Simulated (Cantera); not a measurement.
A Cantera script and what it prints.

```python
import numpy as np
import cantera as ct

gas_names = [...]  # 123 gases of nasa_gas.yaml made of C, H, O, S
cond_names = """
    C(gr) C6H6(L) C7H8(L) C8H18(L),n-octa H2O(s) H2O(L) H2SO4(L) S(cr1) S(cr2) S(L)
""".split()


# ... load() reads the species with a 1 bar reference pressure and builds the phases ...
atoms = {
    'CS2': {'C': 1, 'S': 2},
    'SO2': {'S': 1, 'O': 2},
    'H2': {'H': 2},
    'O2': {'O': 2},
}
top_T = {'C(gr)': 4500}  # K; cautious upper limits of use, not melting points


# ... equilibrate(T, P, feed) seeds the gas with the atoms and calls Mixture.equilibrate('TP', solver="vcs", rtol=1e-11, max_steps=5000) ...
results = []
feed = {'CS2': 1, 'SO2': 0.022, 'H2': 5.1, 'O2': 0.22}  # mol
T = 2625  # K
P = 7600  # Pa
mix = equilibrate(T, P, feed)
results.append((T, P, feed, dict(zip(mix.species_names, mix.species_moles))))
x = sorted(zip(gas.X, gas.species_names), reverse=True)
print(f"T = {T:g} K  P = {P:g} Pa  gas = {mix.phase_moles(0):.4g} mol")
print("   x: " + "  ".join(f"{s} {v:.3e}" for v, s in x if v > 1e-05))
print("   condensed (mol): " + ("  ".join(f"{mix.phase(i).name} {mix.phase_moles(i):.4g}"
      for i in range(1, mix.n_phases) if mix.phase_moles(i) > 1e-12) or "none"))
```

Output:

```
T = 2625 K  P = 7600 Pa  gas = 7.467 mol
   x: H2 6.000e-01  H 1.193e-01  CO 6.479e-02  CS 6.258e-02  S 5.767e-02  S2 4.837e-02  SH 3.490e-02  CS2 6.488e-03  H2S 5.886e-03  COS 2.557e-05  C2H2,acetylene 1.528e-05
   condensed (mol): none
```

Equilibrium computed with Cantera from the NASA thermochemical tables; the gas is ideal and each condensed phase is pure.
